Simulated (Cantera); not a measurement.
An isothermal, constant-pressure homogeneous reactor starts with CH4 : H2O = 1 : 1.2 (molar parts), at 1373 K and 675 Torr. Integrator tolerance rtol = 1e-08.

Detailed kinetics in Cantera: GRI-Mech 3.0 (53 species, 325 reactions).

```
quantity                                           before                                      after
----------------  ---------------------------------------  -----------------------------------------
x(CH4) at 300 s     0.139 (gas-phase equilibrium 3.92e-5)    4.65e-8 (gas-phase equilibrium 5.55e-8)
x(H2O) at 300 s      0.220 (gas-phase equilibrium 0.0412)      0.0445 (gas-phase equilibrium 0.0445)
x(C2H2) at 300 s  0.0141 (gas-phase equilibrium 3.53e-10)  6.67e-11 (gas-phase equilibrium 7.98e-11)
x(O) at 300 s       <1e-12 (gas-phase equilibrium <1e-12)    2.84e-8 (gas-phase equilibrium 2.84e-8)
x(H2O2) at 300 s    <1e-12 (gas-phase equilibrium <1e-12)  2.54e-12 (gas-phase equilibrium 2.54e-12)
x(OH) at 300 s    1.98e-8 (gas-phase equilibrium 3.06e-9)    1.38e-5 (gas-phase equilibrium 1.38e-5)
```

Task: Name the change that produced these shifts.
A. temperature 1373 to 1300 K
B. H2O 1.2 to 7.2 parts
C. temperature 1373 to 2050 K
D. pressure from 675 Torr to 4730 Torr

Result: C, temperature 1373 to 2050 K
